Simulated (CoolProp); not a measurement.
Vapour-liquid equilibrium of C2F6 (R116) (1) + R134a (2) at -69.45 °C; x and y are mole fractions of (1).

Values from CoolProp's multi-fluid Helmholtz-energy mixture model, Lemmon 2006 and Tillner-Roth 1994; pair parameters Bell 2016.

```csv
x,bubble pressure (MPa),y at the bubble point,dew pressure at overall composition x (MPa),liquid density (mol/L)
0.05,0.04958,[?],0.008744,14.50
0.2,[?],[?],0.01038,13.91
0.35,0.1339,0.946,0.01276,13.34
0.5,[?],0.947,0.01656,12.80
0.65,0.1376,0.948,0.02356,12.30
0.8,0.1424,0.955,[?],[?]
0.95,0.1530,0.982,0.1389,11.46
```

Fill in the missing entries.


- 0.05, y at the bubble point: 0.836
- 0.2, bubble pressure (MPa): 0.1153
- 0.2, y at the bubble point: 0.934
- 0.5, bubble pressure (MPa): 0.1367
- 0.8, dew pressure at overall composition x (MPa): 0.04081
- 0.8, liquid density (mol/L): 11.84

No azeotrope shows between x = 0.05 and 0.95.

Pair parameters are fitted to limited data, so mixtures are less certain than the pure fluids. With so large a gap from Raoult's law the liquid may split in two, which this calculation doesn't test in full.
